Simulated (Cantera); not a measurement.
Feed: 1 mol B₂O₃, 21 mol H₂, equilibrated at 38.0 Pa.

Cantera equilibrium calculation (NASA polynomials, part measured and part estimated; ideal gas, pure solids and liquids). Candidate condensed phases: B, B₂O₃, B₃O₃H₃, H₂O; 23 gas species. Equilibrium is a limit: real reactors are often held back by kinetics, nucleation or transport.

Task: Which condensed phases are stable at each of these points (T (°C)): 1077, 1177, 1277, 1377, 1477, 1577, 1677, 1777, 1877, 1977?

Result: 
| T (°C) | condensed phases | B condensed (%) |
|---|---|---|
| 1077 | B₂O₃(l) | 87.5 |
| 1177 | B₂O₃(l) | 19.5 |
| 1277 | gas only | 0.0 |
| 1377 | gas only | 0.0 |
| 1477 | gas only | 0.0 |
| 1577 | gas only | 0.0 |
| 1677 | gas only | 0.0 |
| 1777 | gas only | 0.0 |
| 1877 | gas only | 0.0 |
| 1977 | gas only | 0.0 |

From 1077 °C to 1177 °C the condensed part is B₂O₃(l). From 1277 °C to 1977 °C nothing is condensed.
